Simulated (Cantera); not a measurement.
An isothermal, constant-pressure homogeneous reactor starts with 30.5 % H2, 16.9 % O2, 52.5 % N2, equivalence ratio 0.90, at 1348 K and 0.133 bar.

Model: GRI-Mech 3.0 (53 species, 325 reactions), integrated in Cantera. The temperature is held fixed by assumption; the heat of reaction is taken as removed at once.

x: mole fraction; the columns are a selection and need not sum to one.

```csv
t (s),x H2,x O2,x HO2,x N2O,x OH
0.000800,0.0349,0.0428,7.44e-6,9.78e-9,0.00729
0.00284,(withheld),(withheld),(withheld),(withheld),(withheld)
0.0101,0.00252,0.0209,3.00e-6,2.58e-8,0.00133
0.0357,0.000254,0.0200,7.21e-7,4.28e-8,0.000410
0.126,2.77e-5,0.0200,9.70e-8,4.94e-8,0.000138
0.449,(withheld),0.0200,(withheld),(withheld),(withheld)
1.59,1.65e-6,0.0200,1.19e-8,1.12e-8,3.44e-5
5.64,1.39e-6,0.0200,1.14e-8,3.12e-9,3.14e-5
20.0,1.39e-6,0.0200,1.14e-8,3.09e-9,3.14e-5
```

What belongs in the gaps?


- 0.00284, x H2: 0.0139
- 0.00284, x O2: 0.0268
- 0.00284, x HO2: 5.19e-6
- 0.00284, x N2O: 1.42e-8
- 0.00284, x OH: 0.00360
- 0.449, x H2: 4.85e-6
- 0.449, x HO2: 2.06e-8
- 0.449, x N2O: 3.76e-8
- 0.449, x OH: 5.88e-5
